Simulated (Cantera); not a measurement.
Feed: 1 mol SiH₂Cl₂, 21 mol N₂, 0.78 mol NH₃, at 998.15 K and 31.0 Pa.

Method: chemical equilibrium by Gibbs-energy minimisation in Cantera with the NASA 1993 tables (ideal gas, pure condensed phases). Candidate condensed phases: NH₄Cl, Si, Si₃N₄; 28 gas species. Kinetics and transport are ignored.

Base state: N₂ 0.868, HCl 0.0820, H₂ 0.0498, SiCl₄ 0.000411 (mole fractions); condensed: Si₃N₄(s).

### Question
What changes in the equilibrium state with this change: SiH₂Cl₂ replaced by SiHCl₃?

### Answer
| species | before | after |
|---|---|---|
| N₂ | 0.868 | 0.873 |
| HCl | 0.0820 | 0.101 |
| H₂ | 0.0498 | 0.0195 |
| SiCl₄ | 0.000411 | 0.00614 |
| SiCl₃ | 7.49e-6 | 5.68e-5 |
| SiCl₂ | 3.34e-6 | 1.29e-5 |
| Si₃N₄(s), mol | 0.330 | 0.284 |
The tables' values for SiCl₃ are old estimates; treat these amounts as uncertain.

### Question
What changes in the equilibrium state with this change: SiH₂Cl₂ replaced by SiH₄?

### Answer
```
species          before  after
-------------  --------  -----
N₂                0.868  0.867
H₂               0.0498  0.133
HCl              0.0820      0
SiCl₄          0.000411      0
Si₃N₄(s), mol     0.330  0.333
```

### Question
What changes in the equilibrium state with this change: temperature from 998.15 K to 1925 K?

### Answer
```tsv
species	before	after
N₂	0.868	0.845
H₂	0.0498	0.0614
HCl	0.0820	0.0352
Si	<1e-9	0.0191
H	2.74e-8	0.0135
SiCl₂	3.34e-6	0.0180
SiCl	<1e-9	0.00206
Cl	4.20e-8	0.00580
SiN	<1e-9	9.68e-5
SiH	<1e-9	6.77e-5
Si₂	<1e-9	5.57e-5
Si₃N₄(s), mol	0.330	0
```
The tables' values for SiCl, SiN, SiCl₃ are old estimates; treat these amounts as uncertain.
